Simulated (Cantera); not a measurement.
An isothermal, constant-pressure homogeneous reactor starts with H₂ : O₂ : N₂ = 0.4 : 1 : 1.1 (molar parts), at 1250 K and 0.00570 bar. Integrator tolerance rtol = 1e-08.

Computed with Cantera and the H2/O2 subset of GRI-Mech 3.0, which has no nitrogen chemistry. Radical loss at walls, strong at low pressure, is not modelled. The temperature is held fixed by assumption; the heat of reaction is taken as removed at once.

Q: What does this change do: pressure from 0.00570 bar to 0.00330 bar?

A: 
```tsv
quantity	before	after
x(H₂) at 1.00 s	0.000220 (gas-phase equilibrium 1.36e-7)	0.00189 (gas-phase equilibrium 1.78e-7)
x(O₂) at 1.00 s	0.347 (gas-phase equilibrium 0.348)	0.342 (gas-phase equilibrium 0.348)
x(H) at 1.00 s	0.000153 (gas-phase equilibrium 2.37e-9)	0.00400 (gas-phase equilibrium 3.58e-9)
x(HO₂) at 1.00 s	5.67e-7 (gas-phase equilibrium 1.21e-8)	7.87e-7 (gas-phase equilibrium 1.06e-8)
x(H₂O₂) at 1.00 s	4.41e-8 (gas-phase equilibrium 2.85e-10)	5.22e-8 (gas-phase equilibrium 2.17e-10)
x(H₂O) at 1.00 s	0.173 (gas-phase equilibrium 0.174)	0.167 (gas-phase equilibrium 0.174)
x(OH) at 1.00 s	0.00126 (gas-phase equilibrium 3.14e-5)	0.00367 (gas-phase equilibrium 3.60e-5)
```

Q: What does this change do: temperature 1250 to 1450 K?

A: 
```csv
quantity,before,after
x(H₂) at 1.00 s,0.000220 (gas-phase equilibrium 1.36e-7),0.000869 (gas-phase equilibrium 3.72e-6)
x(O₂) at 1.00 s,0.347 (gas-phase equilibrium 0.348),0.344 (gas-phase equilibrium 0.348)
x(H) at 1.00 s,0.000153 (gas-phase equilibrium 2.37e-9),0.000881 (gas-phase equilibrium 2.43e-7)
x(HO₂) at 1.00 s,5.67e-7 (gas-phase equilibrium 1.21e-8),5.27e-7 (gas-phase equilibrium 7.09e-8)
x(H₂O₂) at 1.00 s,4.41e-8 (gas-phase equilibrium 2.85e-10),2.36e-8 (gas-phase equilibrium 1.19e-9)
x(H₂O) at 1.00 s,0.173 (gas-phase equilibrium 0.174),0.170 (gas-phase equilibrium 0.174)
x(OH) at 1.00 s,0.00126 (gas-phase equilibrium 3.14e-5),0.00413 (gas-phase equilibrium 0.000272)
```
